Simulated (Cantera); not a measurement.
# Thermodynamics of silicon nitride deposition, feed SiH4 + N2

A closed system holds: 1 mol SiH4, a varied amount of N2, held at 1650 K and 0.00270 bar.

Cantera equilibrium calculation (NASA polynomials, part measured and part estimated; ideal gas, pure solids and liquids). Candidate condensed phases: Si, Si3N4; 18 gas species. Mutual solubility and eutectic melting of coexisting phases are not modelled. Rates play no part.

```
n(N2) (mol)  log p H2  log p N2  log p H  log p Si  log p SiH  log p SiH2  n Si(s)  n Si3N4(s)
-----------  --------  --------  -------  --------  ---------  ----------  -------  ----------
0.22            -2.61     -3.57    -5.35     -6.57      -7.62       -7.68    1.000           0
0.29            -2.63     -3.47    -5.36     -6.57      -7.62       -7.69    1.000           0
0.39            -2.65     -3.36    -5.37     -6.57      -7.63       -7.71    1.000           0
0.52            -2.67     -3.25    -5.38     -6.57      -7.65       -7.73    1.000           0
0.7             -2.70     -3.16    -5.39     -6.57      -7.66       -7.76    0.980     0.00662
0.94            -2.70     -3.16    -5.39     -6.57      -7.66       -7.76    0.620       0.127
1.3             -2.70     -3.16    -5.39     -6.57      -7.66       -7.76   0.0798       0.307
1.7             -2.75     -3.04    -5.42     -6.66      -7.77       -7.90        0       0.333
2.3             -2.83     -2.92    -5.46     -6.74      -7.89       -8.05        0       0.333
3.1             -2.92     -2.83    -5.50     -6.79      -7.99       -8.20        0       0.333
4.1             -3.00     -2.77    -5.54     -6.83      -8.07       -8.33        0       0.333
5.5             -3.10     -2.72    -5.59     -6.87      -8.16       -8.46        0       0.333
7.4             -3.21     -2.68    -5.65     -6.89      -8.24       -8.59        0       0.333
```
log p: log10 of the partial pressure in bar; n: condensed amount in mol.

From 0.22 mol N2 to 0.52 mol N2 the condensed part is Si(s). From 0.7 mol N2 to 1.3 mol N2 the condensed part is Si(s) + Si3N4(s). From 1.7 mol N2 to 7.4 mol N2 the condensed part is Si3N4(s). The main Si-bearing gas is Si throughout.
